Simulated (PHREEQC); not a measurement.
A column of 0.1 m (40 cells, dispersivity 0.008 m, 300 s a shift, diffusion coefficient 3e-10 m²/s) holds 0.032 eq of the database's cation exchanger X per kg of pore water, first in equilibrium with 38 mmol/kgw MgSO4 and 0.01 mmol/kgw HCl. It is flushed with 0.0075 mol/kgw ZnSO4, 0.0093 mol/kgw KBr, 0.0024 mol/kgw KCl and 1e-05 mol/kgw HCl, at 15 °C. Values are for the last cell. No CO2 enters from the air. Precipitation was switched off in this run.

Model: ion-association model, phreeqc.dat, run in PHREEQC.

```csv
pore volumes,K in solution (mol/kgw),Br in solution (mol/kgw),Zn in solution (mol/kgw),Mg in solution (mol/kgw),Cl in solution (mol/kgw)
0,0,0,0,0.0380,1.00e-5
0.3125,7.89e-8,1.21e-5,1.85e-8,0.0380,1.31e-5
0.4625,1.02e-5,0.000291,2.66e-6,0.0372,8.50e-5
0.7625,0.000410,0.00282,9.19e-5,0.0302,0.000737
0.9125,0.000962,0.00447,0.000196,0.0255,0.00116
1.212,0.00263,0.00702,0.000482,0.0176,0.00182
1.363,0.00362,0.00782,0.000667,0.0148,0.00203
1.663,0.00569,0.00871,0.00118,0.0109,0.00226
1.962,0.00760,0.00907,0.00195,0.00820,0.00235
2.112,0.00843,0.00916,0.00243,0.00706,0.00237
2.413,0.00976,0.00925,0.00351,0.00509,0.00240
2.562,0.0103,0.00927,0.00406,0.00424,0.00240
2.862,0.0110,0.00929,0.00506,0.00284,0.00241
3.013,0.0112,0.00929,0.00548,0.00229,0.00241
3.312,0.0115,0.00930,0.00616,0.00146,0.00241
3.612,0.0116,0.00930,0.00663,0.000909,0.00241
3.763,0.0117,0.00930,0.00681,0.000714,0.00241
4.062,0.0117,0.00930,0.00706,0.000437,0.00241
4.213,0.0117,0.00930,0.00715,0.000341,0.00241
4.513,0.0117,0.00930,0.00728,0.000207,0.00241
4.662,0.0117,0.00930,0.00733,0.000161,0.00241
4.963,0.0117,0.00930,0.00739,9.72e-5,0.00241
```

Species that the database lacks are ignored.
